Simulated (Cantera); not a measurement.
Input (Python, Cantera) and output of one run.

```python
import numpy as np
import cantera as ct

gas_names = [...]  # 109 gases of nasa_gas.yaml made of C, Cl, H, Si
cond_names = """
    C(gr) C6H6(L) C7H8(L) C8H18(L),n-octa Si(cr) Si(L) SiC(b)
""".split()


# ... load() reads the species with a 1 bar reference pressure and builds the phases ...
atoms = {
    'SiH2Cl2': {'Si': 1, 'H': 2, 'CL': 2},
    'C3H8': {'C': 3, 'H': 8},
    'H2': {'H': 2},
    'C2H4': {'C': 2, 'H': 4},
}
top_T = {'C(gr)': 4500, 'SiC(b)': 3050}  # K; cautious upper limits of use, not melting points


# ... equilibrate(T, P, feed) seeds the gas with the atoms and calls Mixture.equilibrate('TP', solver="gibbs", rtol=1e-10, max_steps=50000) ...
results = []
T = 1325  # K
P = 13000  # Pa
for m in [0.1, 0.14, 0.17, 0.2, 0.23, 0.27, 0.3, 0.33, 0.36, 0.39, 0.43, 0.46, 0.49]:
    feed = {'SiH2Cl2': 1, 'C3H8': m, 'H2': 4.2, 'C2H4': 0.014}  # mol
    mix = equilibrate(T, P, feed)
    results.append((T, P, feed, dict(zip(mix.species_names, mix.species_moles))))

top = {s: max(r[3][s] / sum(r[3][g] for g in gas_names) for r in results) for s in gas_names}
cols = sorted((s for s in top if top[s] > 1e-05), key=lambda s: -top[s])[:5]
seen = [c for c in cond_names if any(r[3].get(c, 0) > 1e-12 for r in results)]
print("log10 of partial pressures in bar; condensed amounts in mol")
print(f"{'n(C3H8)':>10s}" + "".join(f"{s[:9]:>10s}" for s in cols + seen))
for T, P, feed, n in results:
    ng = sum(n[g] for g in gas_names)
    print(f"{feed['C3H8']:10.4g}" + "".join(f"{np.log10(max(n[s] / ng * P / 1e5, 1e-99)):10.3f}" for s in cols)
          + "".join(f"{n.get(c, 0):10.4g}" for c in seen))
```

Result:

```
log10 of partial pressures in bar; condensed amounts in mol
   n(C3H8)        H2       HCL     SiCL2     SiCL4     SiCL3     C(gr)    Si(cr)    SiC(b)
       0.1    -0.969    -1.892    -2.377    -2.550    -2.831         0    0.1916     0.328
      0.14    -0.967    -1.896    -2.386    -2.569    -2.845         0   0.07403     0.448
      0.17    -0.967    -1.881    -2.421    -2.575    -2.866         0         0     0.538
       0.2    -0.973    -1.780    -2.623    -2.568    -2.963         0         0     0.628
      0.23    -0.982    -1.688    -2.859    -2.613    -3.104         0         0    0.7179
      0.27    -0.997    -1.580    -3.260    -2.783    -3.389         0         0    0.8376
       0.3    -1.009    -1.512    -3.720    -3.093    -3.774         0         0    0.9263
      0.33    -1.013    -1.493    -4.009    -3.343    -4.043   0.05562         0    0.9587
      0.36    -1.011    -1.499    -4.023    -3.369    -4.063     0.144         0    0.9602
      0.39    -1.009    -1.505    -4.036    -3.395    -4.083    0.2325         0    0.9617
      0.43    -1.006    -1.512    -4.053    -3.430    -4.109    0.3506         0    0.9635
      0.46    -1.004    -1.517    -4.066    -3.456    -4.128    0.4392         0    0.9647
      0.49    -1.003    -1.523    -4.079    -3.481    -4.147    0.5279         0     0.966
```

Equilibrium computed with Cantera from the NASA thermochemical tables; the gas is ideal and each condensed phase is pure. Mutual solubility and eutectic melting of coexisting phases are not modelled. The tables' values for SiCl3 are old estimates; treat these amounts as uncertain.
